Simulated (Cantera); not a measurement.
Diamond growth

A diamond (100) surface in a fixed gas of H2 with x(CH4) = 0.0039, x(H) = 0.0036, x(CH3) = 0.0016, at 1123 K; coverages are run to steady state.

Model: the Harris–Goodwin 1993 mechanism for the reconstructed diamond (100) surface, integrated in Cantera.

| P (Pa) | growth (µm/h) | θ c6HH | θ c6H* | θ c6*H | θ c6** | θ c6HM |
|---|---|---|---|---|---|---|
| 550 | 1.08 | 0.484 | 0.0293 | 0.441 | 0.0176 | 0.0162 |
| 870 | 2.27 | 0.479 | 0.0289 | 0.435 | 0.0174 | 0.0237 |
| 1400 | 4.89 | 0.471 | 0.0284 | 0.428 | 0.0171 | 0.0340 |
| 2200 | 9.91 | 0.463 | 0.0279 | 0.419 | 0.0168 | 0.0457 |
| 3400 | 18.9 | 0.454 | 0.0273 | 0.410 | 0.0164 | 0.0581 |
| 5400 | 36.2 | 0.444 | 0.0267 | 0.401 | 0.0160 | 0.0713 |
| 8500 | 65.5 | 0.436 | 0.0261 | 0.392 | 0.0157 | 0.0830 |
| 13000 | 110 | 0.429 | 0.0257 | 0.386 | 0.0154 | 0.0921 |
θ: site fractions in the mechanism's names (c6HH fully hydrogenated, c6H* and c6*H radical sites, c6** diradical, c6HM methylated).
